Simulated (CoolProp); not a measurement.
CF4 (R14) along the isotherm -93.25 °C: fugacity coefficient from the reference equation and from simpler models built on Tc = -45.8 °C, pc = 37.62 bar, ω = 0.178; each cubic takes its own stable root.

Values from CoolProp's reference Helmholtz-energy equation of state, Platzer 1990. This equation is an older, rougher fit; its heat capacities, sound speeds and derivatives of the liquid may be far off and weren't checked against measurements.

```
p (bar)   phase  reference  Redlich-Kwong  Soave-Redlich-Kwong  Peng-Robinson
-------  ------  ---------  -------------  -------------------  -------------
2.09        gas     0.9623         0.9636               0.9617         0.9592
4.18        gas     0.9246         0.9273               0.9236         0.9188
6.27        gas     0.8866         0.8912               0.8856         0.8787
8.36     liquid     0.7352         0.8551               0.7448         0.7311
10.5     liquid     0.5907         0.6994               0.5986         0.5870
12.5     liquid     0.5003         0.5928               0.5072         0.4969
14.6     liquid     0.4322         0.5124               0.4383         0.4289
16.7     liquid     0.3812         0.4522               0.3867         0.3780
18.8     liquid     0.3416         0.4055               0.3467         0.3385
```

At some of these states Redlich-Kwong gives the other phase, because its saturation line lies elsewhere.
